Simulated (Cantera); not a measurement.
Thermodynamics of iron carbonyl, mercury and lead vapours, feed Pb + O2 + H2

Input: 1 mol Pb, 0.16 mol O2, a varied amount of H2, held at 1423 K and 170 Pa.

Method: chemical equilibrium by Gibbs-energy minimisation in Cantera with the NASA 1993 tables (ideal gas, pure condensed phases). Candidate condensed phases: H2O, Pb, PbO, PbO2, Pb3O4; 12 gas species. Kinetics and transport are ignored.

```csv
n(H2) (mol),log p H2,log p Pb,log p H2O,log p H,log p PbO,log p Pb2,log p OH
12,-2.82,-3.88,-4.38,-6.59,-9.10,-9.42,-9.81
18,-2.80,-4.05,-4.54,-6.58,-9.44,-9.75,-9.98
23,-2.79,-4.15,-4.64,-6.57,-9.65,-9.95,-10.09
29,-2.79,-4.25,-4.74,-6.57,-9.85,-10.15,-10.19
34,-2.79,-4.31,-4.81,-6.57,-9.99,-10.28,-10.26
40,-2.78,-4.38,-4.88,-6.57,-10.13,-10.42,-10.33
45,-2.78,-4.43,-4.93,-6.57,-10.23,-10.52,-10.38
51,-2.78,-4.49,-4.98,-6.57,-10.34,-10.62,-10.43
56,-2.78,-4.53,-5.02,-6.57,-10.42,-10.70,-10.47
62,-2.78,-4.57,-5.06,-6.57,-10.50,-10.79,-10.52
68,-2.78,-4.61,-5.10,-6.57,-10.58,-10.87,-10.56
```
log p: log10 of the partial pressure in bar; nothing condenses.

From 12 mol H2 to 68 mol H2 nothing is condensed. The main Pb-bearing gas is Pb throughout.
